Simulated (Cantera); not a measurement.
## Thermodynamics of iron carbonyl, mercury and lead vapours, feed PbO + H₂

Feed: 1 mol PbO, 38 mol H₂.

Cantera equilibrium calculation (NASA polynomials, part measured and part estimated; ideal gas, pure solids and liquids). Candidate condensed phases: H₂O, Pb, PbO, PbO₂, Pb₃O₄; 12 gas species. Equilibrium is a limit: real reactors are often held back by kinetics, nucleation or transport.

Stable condensed phases:

```
T in K \ P in Pa
              10      42     180     750    3200   13000   56000  240000 1000000
   1073        A       A       A       B       B       B       B       B       B
   1023        A       A       B       B       B       B       B       B       B
    973        A       B       B       B       B       B       B       B       B
    923        B       B       B       B       B       B       B       B       B
    873        B       B       B       B       B       B       B       B       B
    823        B       B       B       B       B       B       B       B       B
    773        B       B       B       B       B       B       B       B       B
    723        B       B       B       B       B       B       B       B       B
    673        B       B       B       B       B       B       B       B       B
    623        B       B       B       B       B       B       B       B       B
    573        B       B       B       B       B       B       B       B       B
    523        B       B       B       B       B       B       B       B       B
```

A: gas only; B: Pb.
